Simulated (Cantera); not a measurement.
Feed: 1 mol SiO2, 1.7 mol CO, equilibrated at 8.50 bar.

Equilibrium computed with Cantera from the NASA thermochemical tables; the gas is ideal and each condensed phase is pure. Candidate condensed phases: C, Si, SiC, SiO2; 20 gas species. The tables hold silica as quartz up to 1696 K and as liquid above; real silica turns to tridymite and cristobalite and melts near 1996 K. Kinetics and transport are ignored. All values below are at 1652 °C.

Base state: CO 0.998, CO2 0.000762, SiO 0.000762 (mole fractions); condensed: SiO2(condensed).

### Question
What changes in the equilibrium state with this change: SiO2 replaced by MgO?

### Answer
| species | before | after |
|---|---|---|
| CO | 0.998 | 0.999 |
| CO2 | 0.000762 | 0.000369 |
| Mg | 0 | 0.000369 |
| SiO | 0.000762 | 0 |
| SiO2(condensed), mol | 0.999 | 0 |
| MgO(s), mol | 0 | 0.999 |
Further candidate phases: Mg, MgCO3, MgO.

### Question
What changes in the equilibrium state with this change: SiO2 replaced by Cu2O?

### Answer
| species | before | after |
|---|---|---|
| CO2 | 0.000762 | 0.588 |
| CO | 0.998 | 0.412 |
| Cu | 0 | 0.000245 |
| SiO | 0.000762 | 0 |
| SiO2(condensed), mol | 0.999 | 0 |
| Cu(l), mol | 0 | 2.00 |
Further candidate phases: Cu, CuO, Cu2O.
